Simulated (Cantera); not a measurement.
# Reactions in the system F-Li-N-O

Source: NASA polynomial tables (part measured, part estimated), evaluated in Cantera. Values are per mole of reaction as written; species without (g) are pure solids or liquids, kept so even where they would boil at 1 bar.

2 Li + 3 F(g) + NO(g) → NF3(g) + Li2O

| T (K) | ΔH° (kJ) | ΔS° (J/K) | ΔG° (kJ) | log10 K | condensed phases |
|---|---|---|---|---|---|
| 300 | -1059.9 | -446.7 | -925.9 | 161.21 | Li(s), Li2O(s) |
| 1200 | -1068.9 | -474.1 | -500.0 | 21.76 | Li(l), Li2O(s) |
| 1250 | -1068.0 | -473.4 | -476.3 | 19.90 | Li(l), Li2O(s) |
| 1300 | -1067.0 | -472.6 | -452.6 | 18.19 | Li(l), Li2O(s) |
| 1350 | -1066.0 | -471.8 | -429.0 | 16.60 | Li(l), Li2O(s) |
| 1400 | -1065.0 | -471.1 | -405.4 | 15.13 | Li(l), Li2O(s) |
| 1450 | -1063.9 | -470.3 | -381.9 | 13.76 | Li(l), Li2O(s) |
| 1500 | -1062.8 | -469.6 | -358.4 | 12.48 | Li(l), Li2O(s) |
| 1550 | -1061.6 | -468.8 | -335.0 | 11.29 | Li(l), Li2O(s) |
